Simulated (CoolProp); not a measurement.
R125 at several states: density (kg/m³) from the reference equation and from simpler models built on Tc = 66.0 °C, pc = 3618 kPa, ω = 0.305; each cubic takes its own stable root.

Computed with CoolProp (reference Helmholtz-energy equation of state, Lemmon 2005).

| T (°C) | p (kPa) | phase | reference |
|---|---|---|---|
| 203.15 | 8240 | supercritical | 305.5 |
| -71.95 | 65 | liquid | 1597 |
| 2.25 | 25.4 | gas | 1.338 |
| -1.85 | 68.2 | gas | 3.681 |
| 70.45 | 51.2 | gas | 2.161 |
| 126.85 | 19100 | supercritical | 951.9 |

**Question.** How far does each simpler model (van der Waals, Redlich-Kwong, Soave-Redlich-Kwong, Peng-Robinson) lie from the reference over these 6 states: mean and median of the absolute difference, and the worst?

**Answer.** 
- van der Waals: mean 22.3 %, median 7.5 %, worst -99.7 % at -71.95 °C and 65 kPa
- Redlich-Kwong: mean 18.4 %, median 2.0 %, worst -99.7 % at -71.95 °C and 65 kPa
- Soave-Redlich-Kwong: mean 3.8 %, median 2.5 %, worst -8.9 % at 126.85 °C and 19100 kPa
- Peng-Robinson: mean 0.6 %, median 0.2 %, worst +2.9 % at -71.95 °C and 65 kPa

At some of these states van der Waals, Redlich-Kwong gives the other phase, because its saturation line lies elsewhere.
